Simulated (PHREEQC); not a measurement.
Dissolve 0.0051 mol Na2SO4 and 0.0013 mol NaHCO3 per kg of water at 25 °C. It is in equilibrium with CO2 at log p = -3.4 (atm). Otherwise closed; pH follows from the charge balance.

Computed with PHREEQC (ion-association model, phreeqc.dat).

No solid was allowed to form.

**Question.** Predict the pH, specific conductance.

**Answer.** pH 8.27; specific conductance 1240 µS/cm.

**Question.** In which forms is Na present?

**Answer.** Na+ 98 %, NaSO4- 1.5 % of the Na.
